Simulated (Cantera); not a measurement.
Feed: 1 mol HMDSO, 2 mol O₃, 7 mol H₂, held at 0.390 bar.

Equilibrium computed with Cantera from the NASA thermochemical tables; the gas is ideal and each condensed phase is pure. Candidate condensed phases: C, C₆H₆, C₇H₈, C₈H₁₈, H₂O, Si, SiC, SiO₂; 123 gas species. The feed counts by its element totals alone. Mutual solubility and eutectic melting of coexisting phases are not modelled. The tables hold silica as quartz up to 1696 K and as liquid above; real silica turns to tridymite and cristobalite and melts near 1996 K. Equilibrium is a limit: real reactors are often held back by kinetics, nucleation or transport.

Problem. Which condensed phases are stable at each of these points (T (K)): 800, 900, 1000, 1100, 1200, 1300, 1400, 1500, 1600, 1700, 1800?

Solution. 
```tsv
T (K)	condensed phases	Si condensed (%)
800	C(graphite) + SiO₂(α-quartz)	100.0
900	C(graphite) + SiO₂(β-quartz)	100.0
1000	C(graphite) + SiO₂(β-quartz)	100.0
1100	C(graphite) + SiO₂(β-quartz)	100.0
1200	C(graphite) + SiO₂(β-quartz)	100.0
1300	C(graphite) + SiO₂(β-quartz)	100.0
1400	C(graphite) + SiO₂(β-quartz)	100.0
1500	C(graphite) + SiO₂(β-quartz)	100.0
1600	SiC(s) + SiO₂(β-quartz)	99.2
1700	SiC(s) + SiO₂(condensed)	93.4
1800	SiC(s) + SiO₂(condensed)	56.7
```

At 800 K the condensed part is C(graphite) + SiO₂(α-quartz). From 900 K to 1500 K the condensed part is C(graphite) + SiO₂(β-quartz). At 1600 K the condensed part is SiC(s) + SiO₂(β-quartz). From 1700 K to 1800 K the condensed part is SiC(s) + SiO₂(condensed).
